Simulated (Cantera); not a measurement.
**Premixed flame**

A freely propagating, adiabatic, planar premixed flame of CO : H2 : CH4 : O2 : N2 = 1 : 0.051 : 0.22 : 1.18 : 4.71 (molar parts), equivalence ratio 0.82, unburnt at 573 K and 10.0 bar; multicomponent+Soret transport, grid criteria slope 0.08 and curve 0.16, no radiation.

Model: GRI-Mech 3.0 (53 species, 325 reactions), integrated in Cantera. Burning velocities carry a grid error of a few per cent, more on coarse grids.

| z (mm) | T (K) | u (m/s) | x CO | x H2 | x CH4 | x CH3 | x CO2 | x CH2O |
|---|---|---|---|---|---|---|---|---|
| -0.192 | 573 | 0.574 | 0.140 | 0.00688 | 0.0307 | <1e-8 | 1.75e-6 | 6.85e-8 |
| -0.128 | 575 | 0.576 | 0.140 | 0.00650 | 0.0306 | <1e-8 | 2.47e-5 | 9.19e-7 |
| -0.0962 | 582 | 0.583 | 0.140 | 0.00605 | 0.0303 | <1e-8 | 0.000140 | 5.00e-6 |
| -0.0642 | 622 | 0.622 | 0.139 | 0.00531 | 0.0290 | 4.62e-8 | 0.00110 | 3.73e-5 |
| -0.0321 | 890 | 0.888 | 0.130 | 0.00451 | 0.0217 | 1.30e-5 | 0.0132 | 0.000385 |
| -0.0160 | 1249 | 1.24 | 0.115 | 0.00429 | 0.0122 | 0.000186 | 0.0370 | 0.000626 |
| 0 | 1659 | 1.62 | 0.0900 | 0.00352 | 0.00226 | 0.000237 | 0.0767 | 0.000254 |
| 0.0160 | 1892 | 1.82 | 0.0602 | 0.00226 | 7.10e-5 | 1.46e-5 | 0.114 | 1.50e-5 |
| 0.0321 | 2019 | 1.92 | 0.0412 | 0.00190 | 1.25e-6 | 3.55e-7 | 0.136 | 3.44e-7 |
| 0.0642 | 2151 | 2.03 | 0.0247 | 0.00150 | <1e-8 | <1e-8 | 0.155 | <1e-8 |
| 0.128 | 2251 | 2.11 | 0.0140 | 0.000903 | <1e-8 | <1e-8 | 0.167 | <1e-8 |
| 0.257 | 2307 | 2.15 | 0.00769 | 0.000506 | <1e-8 | <1e-8 | 0.174 | <1e-8 |
| 0.513 | 2330 | 2.17 | 0.00501 | 0.000346 | <1e-8 | <1e-8 | 0.177 | <1e-8 |
x: mole fraction of selected species; z is measured from the peak of heat release.

```json
{
  "laminar_burning_velocity": "57.4 cm/s",
  "thermal_thickness": "0.0642 mm",
  "peak x(CH3)": "0.000325",
  "peak x(CH2O)": "0.000631",
  "grid_points": "131"
}
```
